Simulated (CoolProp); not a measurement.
Vapour-liquid equilibrium of CHF3 (R23) (1) + R13 (2) at 22.3 bar; x and y are mole fractions of (1).

The numbers come from the multi-fluid Helmholtz-energy mixture model, Penoncello 2003 and Platzer 1990; pair parameters Bell 2016 in CoolProp. This equation is an older, rougher fit; its heat capacities, sound speeds and derivatives of the liquid may be far off and weren't checked against measurements.

```json
[
 {"x": "0.05", "bubble temperature, mixture model (°C)": "2.3", "bubble temperature, Raoult's law (°C)": "4.4", "y, mixture model": "0.084", "y, Raoult's law": "0.063"},
 {"x": "0.125", "bubble temperature, mixture model (°C)": "-0.9", "bubble temperature, Raoult's law (°C)": "3.6", "y, mixture model": "0.190", "y, Raoult's law": "0.154"},
 {"x": "0.2", "bubble temperature, mixture model (°C)": "-3.3", "bubble temperature, Raoult's law (°C)": "2.8", "y, mixture model": "0.278", "y, Raoult's law": "0.241"},
 {"x": "0.275", "bubble temperature, mixture model (°C)": "-5.0", "bubble temperature, Raoult's law (°C)": "2.1", "y, mixture model": "0.353", "y, Raoult's law": "0.325"},
 {"x": "0.35", "bubble temperature, mixture model (°C)": "-6.3", "bubble temperature, Raoult's law (°C)": "1.3", "y, mixture model": "0.418", "y, Raoult's law": "0.406"},
 {"x": "0.425", "bubble temperature, mixture model (°C)": "-7.3", "bubble temperature, Raoult's law (°C)": "0.6", "y, mixture model": "0.478", "y, Raoult's law": "0.484"},
 {"x": "0.5", "bubble temperature, mixture model (°C)": "-7.9", "bubble temperature, Raoult's law (°C)": "0.0", "y, mixture model": "0.534", "y, Raoult's law": "0.559"},
 {"x": "0.575", "bubble temperature, mixture model (°C)": "-8.2", "bubble temperature, Raoult's law (°C)": "-0.7", "y, mixture model": "0.589", "y, Raoult's law": "0.631"},
 {"x": "0.65", "bubble temperature, mixture model (°C)": "-8.3", "bubble temperature, Raoult's law (°C)": "-1.3", "y, mixture model": "0.645", "y, Raoult's law": "0.701"},
 {"x": "0.725", "bubble temperature, mixture model (°C)": "-8.1", "bubble temperature, Raoult's law (°C)": "-2.0", "y, mixture model": "0.705", "y, Raoult's law": "0.769"},
 {"x": "0.8", "bubble temperature, mixture model (°C)": "-7.5", "bubble temperature, Raoult's law (°C)": "-2.6", "y, mixture model": "0.770", "y, Raoult's law": "0.834"},
 {"x": "0.875", "bubble temperature, mixture model (°C)": "-6.7", "bubble temperature, Raoult's law (°C)": "-3.1", "y, mixture model": "0.844", "y, Raoult's law": "0.898"},
 {"x": "0.95", "bubble temperature, mixture model (°C)": "-5.3", "bubble temperature, Raoult's law (°C)": "-3.7", "y, mixture model": "0.932", "y, Raoult's law": "0.960"}
]
```

The largest gap from Raoult's law is -7.9 K in bubble temperature, at x = 0.425. y crosses x between x = 0.575 and 0.65: the model has an azeotrope there.

The pair parameters rest on a limited set of measurements; away from them the model extrapolates.
